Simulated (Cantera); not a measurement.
An isothermal, constant-pressure homogeneous reactor starts with C₂H₆ : N₂ = 1 : 13 (molar parts), at 1700 K and 0.975 Torr.

Computed with Cantera and GRI-Mech 3.0 (53 species, 325 reactions). GRI-Mech 3.0 stops at C3 and has no aromatics, soot or wall deposition, so with more carbon than oxygen in the feed, carbon stays in small species such as C2H2 where larger ones or solid carbon would form. Radical loss at walls, strong at low pressure, is not modelled.

Task: Predict: x(C₂H₆) at 2.00 s; x(C₂H₄) at 2.00 s; x(CH₄) at 2.00 s; x(CH₃) at 2.00 s; x(H) at 2.00 s; x(C₂H) at 2.00 s; x(C₂H₂) at 2.00 s.

Result: 
| Item | Result |
|---|---|
| x(C₂H₆) at 2.00 s | 2.57e-7 (gas-phase equilibrium <1e-12) |
| x(C₂H₄) at 2.00 s | 6.86e-5 (gas-phase equilibrium 1.84e-7) |
| x(CH₄) at 2.00 s | 0.00775 (gas-phase equilibrium 1.11e-6) |
| x(CH₃) at 2.00 s | 0.000376 (gas-phase equilibrium 2.62e-7) |
| x(H) at 2.00 s | 0.000276 (gas-phase equilibrium 0.00145) |
| x(C₂H) at 2.00 s | 7.98e-7 (gas-phase equilibrium 1.53e-6) |
| x(C₂H₂) at 2.00 s | 0.0588 (gas-phase equilibrium 0.0235) |
